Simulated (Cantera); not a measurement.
What does this Cantera script print?

```python
import numpy as np
import cantera as ct

gas_names = [...]  # 87 gases of nasa_gas.yaml made of C, H, Si
cond_names = """
    C(gr) C6H6(L) C7H8(L) C8H18(L),n-octa Si(cr) Si(L) SiC(b)
""".split()


# ... load() reads the species with a 1 bar reference pressure and builds the phases ...
atoms = {
    'Si(CH3)4': {'Si': 1, 'C': 4, 'H': 12},
    'H2': {'H': 2},
}
top_T = {'C(gr)': 4500, 'SiC(b)': 3050}  # K; cautious upper limits of use, not melting points


# ... equilibrate(T, P, feed) seeds the gas with the atoms and calls Mixture.equilibrate('TP', solver="vcs", rtol=1e-11, max_steps=5000) ...
results = []
feed = {'Si(CH3)4': 1, 'H2': 23}  # mol
P = 1000  # Pa
for T in [1700, 1775, 1850, 1925, 2000, 2075, 2150, 2225, 2300, 2375, 2450]:
    mix = equilibrate(T, P, feed)
    results.append((T, P, feed, dict(zip(mix.species_names, mix.species_moles))))

top = {s: max(r[3][s] / sum(r[3][g] for g in gas_names) for r in results) for s in gas_names}
cols = sorted((s for s in top if top[s] > 0.001), key=lambda s: -top[s])[:7]
seen = [c for c in cond_names if any(r[3].get(c, 0) > 1e-12 for r in results)]
print("log10 of partial pressures in bar; condensed amounts in mol")
print(f"{'T/K':>10s}" + "".join(f"{s[:9]:>10s}" for s in cols + seen))
for T, P, feed, n in results:
    ng = sum(n[g] for g in gas_names)
    print(f"{T:10.4g}" + "".join(f"{np.log10(max(n[s] / ng * P / 1e5, 1e-99)):10.3f}" for s in cols)
          + "".join(f"{n.get(c, 0):10.4g}" for c in seen))
```

Result:

```
log10 of partial pressures in bar; condensed amounts in mol
       T/K        H2         H        Si C2H2,acet      SiC2      Si2C     C(gr)    SiC(b)
      1700    -2.001    -4.832    -7.997    -6.135   -10.103   -10.217     2.995         1
      1775    -2.001    -4.539    -7.327    -5.848    -9.228    -9.360     2.992    0.9998
      1850    -2.002    -4.270    -6.712    -5.585    -8.425    -8.574     2.985    0.9993
      1925    -2.004    -4.022    -6.146    -5.344    -7.687    -7.851     2.976    0.9975
      2000    -2.008    -3.793    -5.622    -5.122    -7.005    -7.184     2.963    0.9917
      2075    -2.012    -3.581    -5.137    -4.919    -6.374    -6.567     2.951    0.9741
      2150    -2.020    -3.385    -4.686    -4.733    -5.788    -5.994     2.953    0.9243
      2225    -2.032    -3.205    -4.266    -4.565    -5.242    -5.461         3    0.7901
      2300    -2.052    -3.040    -3.874    -4.416    -4.734    -4.964     3.169    0.4433
      2375    -2.078    -2.890    -3.640    -4.285    -4.392    -4.767     3.348         0
      2450    -2.105    -2.749    -3.643    -4.164    -4.293    -5.027      3.17         0
```

Cantera equilibrium calculation (NASA polynomials, part measured and part estimated; ideal gas, pure solids and liquids). Gases not in the tables: Si2H6 and higher silanes.
